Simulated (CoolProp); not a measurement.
Saturation properties of R134a (Tc = 374.2 K, pc = 40.59 bar, ω = 0.327).

Values from CoolProp's reference Helmholtz-energy equation of state, Tillner-Roth 1994.

```json
[
 {"T (K)": "189.2", "p (bar)": "0.02629", "vapour density (kg/m³)": "0.1711", "enthalpy of vaporisation (kJ/kg)": "252.0", "liquid viscosity (µPa s)": "1130", "vapour viscosity (µPa s)": "7.59"},
 {"T (K)": "202.5", "p (bar)": "0.07610", "vapour density (kg/m³)": "0.4644", "enthalpy of vaporisation (kJ/kg)": "244.2", "liquid viscosity (µPa s)": "821", "vapour viscosity (µPa s)": "8.11"},
 {"T (K)": "215.8", "p (bar)": "0.1885", "vapour density (kg/m³)": "1.087", "enthalpy of vaporisation (kJ/kg)": "236.4", "liquid viscosity (µPa s)": "[?]", "vapour viscosity (µPa s)": "8.62"},
 {"T (K)": "229.1", "p (bar)": "0.4122", "vapour density (kg/m³)": "2.260", "enthalpy of vaporisation (kJ/kg)": "228.4", "liquid viscosity (µPa s)": "498", "vapour viscosity (µPa s)": "[?]"},
 {"T (K)": "242.4", "p (bar)": "0.8141", "vapour density (kg/m³)": "4.280", "enthalpy of vaporisation (kJ/kg)": "220.0", "liquid viscosity (µPa s)": "405", "vapour viscosity (µPa s)": "[?]"},
 {"T (K)": "255.8", "p (bar)": "1.486", "vapour density (kg/m³)": "7.551", "enthalpy of vaporisation (kJ/kg)": "211.1", "liquid viscosity (µPa s)": "335", "vapour viscosity (µPa s)": "10.1"},
 {"T (K)": "269.1", "p (bar)": "2.522", "vapour density (kg/m³)": "12.50", "enthalpy of vaporisation (kJ/kg)": "201.6", "liquid viscosity (µPa s)": "[?]", "vapour viscosity (µPa s)": "10.6"},
 {"T (K)": "282.4", "p (bar)": "4.043", "vapour density (kg/m³)": "19.73", "enthalpy of vaporisation (kJ/kg)": "191.3", "liquid viscosity (µPa s)": "237", "vapour viscosity (µPa s)": "11.1"}
]
```

Problem. Some entries are withheld; supply them.

Solution. 
- 215.8, liquid viscosity (µPa s): 628
- 229.1, vapour viscosity (µPa s): 9.12
- 242.4, vapour viscosity (µPa s): 9.61
- 269.1, liquid viscosity (µPa s): 281

It boils at 247.1 K under 1 atm.

Viscosity comes from a separate model (Huber 2003), an estimate that may be off by 10 % or more.
